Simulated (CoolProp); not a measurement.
Computed with CoolProp (reference Helmholtz-energy equation of state, de Reuck 1993).

Question: For methanol, give the phase and the speed of sound (m/s), conductivity (mW/(m K)), Prandtl number at 306.75 °C and 0.28 MPa.

Answer: 
- 306.75 °C and 0.28 MPa: gas; speed of sound 413, conductivity 50.0, Prandtl number 0.796

Viscosity comes from a separate model (Xiang 2006). Thermal conductivity comes from a separate model (Sykioti 2013).
